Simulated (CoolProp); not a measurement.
Vapour-liquid equilibrium of cyclopropane (1) + R134a (2) at 39.75 °C; x and y are mole fractions of (1).

Values from CoolProp's multi-fluid Helmholtz-energy mixture model, Polt 1992 and Tillner-Roth 1994; pair parameters Bell 2016. This equation is an older, rougher fit; its heat capacities, sound speeds and derivatives of the liquid may be far off and weren't checked against measurements.

**Question.** Give the bubble pressure and the first vapour's composition at x = 0.05, 0.25, 0.65. Is there an azeotrope?

**Answer.** x = 0.05: 1.087 MPa, y = 0.100; x = 0.25: 1.291 MPa, y = 0.350; x = 0.65: 1.366 MPa, y = 0.602. y crosses x between x = 0.45 and 0.55: the model has an azeotrope there.

The pair parameters rest on a limited set of measurements; away from them the model extrapolates.
